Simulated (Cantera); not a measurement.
What does this Cantera script print?

```python
import numpy as np
import cantera as ct

gas_names = """
    Mg S2
""".split()
cond_names = """
    MgS(s) S(cr1) S(cr2) S(L)
""".split()


# ... load() reads the species with a 1 bar reference pressure and builds the phases ...
species = {s.name: s for s in load("nasa_gas.yaml", gas_names) + load("nasa_condensed.yaml", cond_names)}
# Each term lists the table entries of one substance; the one whose range holds T is used.
reactions = {
    '2 Mg(g) + S2(g) = 2 MgS':
        [(-2, ['Mg']), (-1, ['S2']), (2, ['MgS(s)'])],
    'MgS = S + Mg(g)':
        [(-1, ['MgS(s)']), (1, ['S(cr1)', 'S(cr2)', 'S(L)']), (1, ['Mg'])],
}


def pick(names, T):
    return next(species[n] for n in names if species[n].thermo.min_temp <= T <= species[n].thermo.max_temp)


results = []
for label, terms in reactions.items():
    print(label)
    print("     T/K   dH/kJ  dS/(J/K)   dG/kJ   log10 K")
    for T in [300, 475, 575, 675, 775, 875, 975]:
        used = [(nu, pick(names, T)) for nu, names in terms]
        dH = sum(nu * s.thermo.h(T) for nu, s in used) / 1e6
        dS = sum(nu * s.thermo.s(T) for nu, s in used) / 1e3
        dG = dH - T * dS / 1e3
        logK = -dG * 1e6 / (ct.gas_constant * T * np.log(10))
        results.append((label, T, dH, dS, dG, logK, [s.name for _, s in used]))
        print(f"{T:8g} {dH:8.1f} {dS:8.1f} {dG:8.1f} {logK:8.2f}")
```

It prints:

```
2 Mg(g) + S2(g) = 2 MgS
     T/K   dH/kJ  dS/(J/K)   dG/kJ   log10 K
     300  -1114.0   -424.8   -986.6   171.78
     475  -1110.7   -416.0   -913.0   100.40
     575  -1108.5   -411.9   -871.6    79.18
     675  -1106.2   -408.3   -830.6    64.28
     775  -1103.9   -405.0   -790.0    53.24
     875  -1101.4   -402.1   -749.6    44.75
     975  -1099.0   -399.4   -709.6    38.01
MgS = S + Mg(g)
     T/K   dH/kJ  dS/(J/K)   dG/kJ   log10 K
     300    492.8    130.4    453.7   -79.00
     475    495.7    137.5    430.4   -47.33
     575    496.8    139.6    416.5   -37.84
     675    497.3    140.4    402.5   -31.15
     775    497.4    140.5    388.5   -26.18
     875    497.5    140.7    374.4   -22.35
     975    497.9    141.1    360.3   -19.30
```

Source: NASA polynomial tables (part measured, part estimated), evaluated in Cantera. Condensed species are held in their standard states even where they would react or evaporate.
